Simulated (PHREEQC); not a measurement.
Make-up at 25 °C: 9.3 mmol/kgw CuSO4, 2.2 mmol/kgw H2SO4 and 6 mmol/kgw H3BO3. Closed to the air; pH follows from the charge balance.

Computed with PHREEQC (ion-association model, phreeqc.dat).

Q: The ionic strength comes out as 0.0300 mol/kgw. What activity coefficients do Cu+2, HSO4-, H+, SO4-2 get?

A: Cu+2 0.54, HSO4- 0.85, H+ 0.87, SO4-2 0.53.

No solid was allowed to form. Complexes and solids missing from the database can't appear.
